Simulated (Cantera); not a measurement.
Gas mixture: N2O : N2 = 0.34 : 0.96 (molar parts), at 0.553 atm, frozen composition.

Cantera's kinetic-theory transport with the Lennard-Jones parameters of GRI-Mech 3.0, ideal gas; thermal conductivity in the multicomponent form. The composition is frozen, though it would react at the higher temperatures.

D: mixture-averaged diffusion coefficient of that species in the mixture.

| T (K) | ρ (kg/m³) | cp (J/kg/K) | μ (µPa s) | λ (mW/m/K) | Pr | D (cm²/s) O | D (cm²/s) CH3 | D (cm²/s) H2 |
|---|---|---|---|---|---|---|---|---|
| 400 | 0.542 | 1019 | 21.5 | 30.7 | 0.712 | 0.902 | 0.632 | ___ |
| 550 | 0.394 | 1068 | 27.2 | 40.6 | 0.716 | 1.56 | 1.10 | ___ |
| 700 | 0.310 | 1115 | 32.3 | 50.1 | 0.718 | 2.34 | 1.67 | ___ |
| 850 | 0.255 | 1161 | 36.9 | 59.6 | 0.719 | 3.25 | 2.32 | ___ |
| 1000 | 0.217 | 1200 | 41.2 | 68.7 | 0.719 | 4.26 | 3.05 | ___ |
| 1150 | 0.189 | 1227 | 45.2 | 77.2 | 0.719 | 5.38 | 3.86 | ___ |
| 1300 | 0.167 | 1251 | 49.0 | 85.3 | 0.719 | 6.59 | 4.74 | ___ |

Question: What belongs in the gaps?

Answer: 
- 400, D (cm²/s) H2: 2.19
- 550, D (cm²/s) H2: 3.75
- 700, D (cm²/s) H2: 5.62
- 850, D (cm²/s) H2: 7.76
- 1000, D (cm²/s) H2: 10.2
- 1150, D (cm²/s) H2: 12.8
- 1300, D (cm²/s) H2: 15.7
